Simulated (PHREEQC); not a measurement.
A solution holds 0.071 mol/kgw HF, 5.9e-05 mol/kgw NH4HF2 and 0.26 mol/kgw H2SO4, at 20 °C. Closed to the air; pH follows from the charge balance.

Model: ion-association model, wateq4f.dat, run in PHREEQC.

The ionic strength comes out as 0.325 mol/kgw. What activity coefficients do NH4+, F-, H+, NH4SO4-, HSO4- get?

NH4+ 0.73, F- 0.67, H+ 0.78, NH4SO4- 0.71, HSO4- 0.70.

Precipitation was switched off in this run. wateq4f.dat counts part of the HF as a dimer, H2F2, which phreeqc.dat doesn't know; its constant is uncertain.
